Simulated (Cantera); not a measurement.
A closed system holds: 1 mol SiH₄, 0.13 mol NO, equilibrated at 1.00 Torr.

Method: chemical equilibrium by Gibbs-energy minimisation in Cantera with the NASA 1993 tables (ideal gas, pure condensed phases). Candidate condensed phases: H₂O, Si, SiO₂, Si₂N₂O, Si₃N₄; 35 gas species. The tables' values for SiN are old estimates; treat these amounts as uncertain. Gases not in the tables: Si₂H₆ and higher silanes. Rates play no part.

log p: log10 of the partial pressure in bar; n: condensed amount in mol.

| T (°C) | log p H₂ | log p Si | log p H | log p SiO | log p N₂ | log p Si₂ | log p SiH | n Si(l) |
|---|---|---|---|---|---|---|---|---|
| 1675 | -2.94 | -4.63 | -4.42 | -4.12 | -4.42 | -6.67 | -6.22 | 0.828 |
| 1700 | -2.94 | -4.50 | -4.34 | -4.12 | -4.42 | -6.51 | -6.11 | 0.813 |
| 1725 | -2.95 | -4.37 | -4.27 | -4.13 | -4.43 | -6.36 | -6.01 | 0.792 |
| 1750 | -2.96 | -4.24 | -4.20 | -4.13 | -4.44 | -6.21 | -5.92 | 0.764 |
| 1775 | -2.97 | -4.12 | -4.13 | -4.14 | -4.44 | -6.06 | -5.82 | 0.726 |
| 1800 | -2.98 | -4.00 | -4.07 | -4.15 | -4.46 | -5.91 | -5.73 | 0.675 |
| 1825 | -3.00 | -3.88 | -4.01 | -4.17 | -4.47 | -5.77 | -5.65 | ? |
| 1850 | -3.02 | -3.77 | -3.96 | -4.18 | -4.49 | -5.63 | -5.57 | ? |
| 1875 | -3.05 | -3.66 | -3.91 | -4.21 | -4.51 | -5.50 | -5.49 | ? |
| 1900 | -3.09 | -3.55 | -3.86 | -4.24 | -4.54 | -5.37 | -5.42 | ? |

Problem. Some entries are withheld; supply them.

Solution. 
- 1825, n Si(l): 0.607
- 1850, n Si(l): 0.513
- 1875, n Si(l): 0.382
- 1900, n Si(l): 0.197
